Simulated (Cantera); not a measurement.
Feed: 1 mol C, 0.29 mol O2, equilibrated at 675 K and 100 Torr.

Method: chemical equilibrium by Gibbs-energy minimisation in Cantera with the NASA 1993 tables (ideal gas, pure condensed phases). Candidate condensed phases: C; 12 gas species. Kinetics and transport are ignored.

Base state: CO2 0.975, CO 0.0246 (mole fractions); condensed: C(graphite).

**Question.** What changes in the equilibrium state with this change: C replaced by CH3OH?

**Answer.** 
| species | before | after |
|---|---|---|
| H2O | 0 | 0.389 |
| H2 | 0 | 0.275 |
| CO2 | 0.975 | 0.178 |
| CH4 | 0 | 0.147 |
| CO | 0.0246 | 0.0105 |
| C(graphite), mol | 0.706 | 0.299 |
Further candidate phases: C6H6, C7H8, C8H18, H2O.

**Question.** What changes in the equilibrium state with this change: temperature from 675 K to 1573.15 K?

**Answer.** 
```
species           before    after
----------------  ------  -------
CO                0.0246    1.000
CO2                0.975  4.79e-5
C(graphite), mol   0.706    0.420
```
